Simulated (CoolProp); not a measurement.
Properties of n-pentane along the isotherm 232.95 °C (Tc = 196.5 °C, pc = 3.368 MPa, ω = 0.251).

Model: reference Helmholtz-energy equation of state, Thol 2019, in CoolProp.

```tsv
p (MPa)	phase	Joule-Thomson coefficient (K/MPa)	viscosity (µPa s)	conductivity (mW/(m K))
0.112	gas	6.268	11.4	40.9
0.225	gas	6.342	11.4	40.9
0.337	gas	6.418	11.3	41.0
0.449	gas	6.496	11.2	41.1
0.561	gas	6.577	11.2	41.3
0.674	gas	6.661	11.1	41.4
0.786	gas	6.747	11.0	41.5
0.898	gas	6.836	11.0	41.7
1.01	gas	6.928	10.9	41.8
1.12	gas	7.021	10.9	42.0
1.23	gas	7.118	10.8	42.2
1.35	gas	7.227	10.8	42.4
1.46	gas	7.330	10.7	42.6
1.57	gas	7.438	10.7	42.8
1.68	gas	7.549	10.6	43.0
```

Viscosity comes from a separate model (Quiñones-Cisneros 2006), older than the equation that it now runs on, and unchecked against measurements. Thermal conductivity comes from a separate model (Vassiliou 2015).
